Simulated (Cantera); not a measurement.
A closed system holds: 1 mol CH₄, 4.1 mol CO₂, 12 mol N₂, 0.058 mol H₂O, at 1923.15 K and 15000 Pa.

Method: chemical equilibrium by Gibbs-energy minimisation in Cantera with the NASA 1993 tables (ideal gas, pure condensed phases). Candidate condensed phases: C, C₆H₆, C₇H₈, C₈H₁₈, H₂O; 136 gas species. The numbers say what is thermodynamically allowed, not how fast it happens.

Base state: N₂ 0.626, CO 0.175, CO₂ 0.0908, H₂O 0.0739, H₂ 0.0332, H 0.000444, OH 8.50e-5, NO 1.08e-5 (mole fractions); condensed: gas only.

**Question.** What changes in the equilibrium state with this change: temperature from 1923.15 K to 775 K?

**Answer.** 
```
species             before    after
----------------  --------  -------
N₂                   0.626    0.649
CO₂                 0.0908    0.171
H₂                  0.0332   0.0731
CO                   0.175   0.0706
H₂O                 0.0739   0.0350
CH₄                  <1e-9  0.00164
H                 0.000444    <1e-9
OH                 8.50e-5    <1e-9
NO                 1.08e-5    <1e-9
C(graphite), mol         0    0.611
```
